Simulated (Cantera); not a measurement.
Charge: 1 mol CH3SiCl3, 0.28 mol C2H4, 1.4 mol H2, held at 1750 °C and 0.950 bar.

These are equilibrium values from Cantera (NASA tables, ideal gas, pure condensed phases), not measurements of a reactor. Candidate condensed phases: C, C6H6, C7H8, C8H18, Si, SiC; 109 gas species. The feed counts by its element totals alone. The tables' values for SiCl3, SiCl are old estimates; treat these amounts as uncertain. Kinetics and transport are ignored.

Base state: H2 0.472, HCl 0.454, SiCl2 0.0607, SiCl3 0.00828, H 0.00134, SiCl4 0.00125, Cl 0.000957, SiHCl3 0.000533 (mole fractions); condensed: C(graphite) + SiC(s).

What changes in the equilibrium state with this change: temperature from 1750 °C to 1127 °C?


```json
[
 {"species": "H2", "before": "0.472", "after": "0.570"},
 {"species": "HCl", "before": "0.454", "after": "0.348"},
 {"species": "SiCl4", "before": "0.00125", "after": "0.0636"},
 {"species": "SiCl2", "before": "0.0607", "after": "0.00300"},
 {"species": "SiCl", "before": "6.13e-5", "after": "3.39e-9"},
 {"species": "Cl", "before": "0.000957", "after": "1.89e-6"},
 {"species": "H", "before": "0.00134", "after": "3.77e-6"},
 {"species": "C2H2 (acetylene)", "before": "0.000422", "after": "1.44e-6"},
 {"species": "C(graphite), mol", "before": "0.905", "after": "0.926"},
 {"species": "SiC(s), mol", "before": "0.650", "after": "0.627"}
]
```
The tables' values for SiCl3 are old estimates; treat these amounts as uncertain.
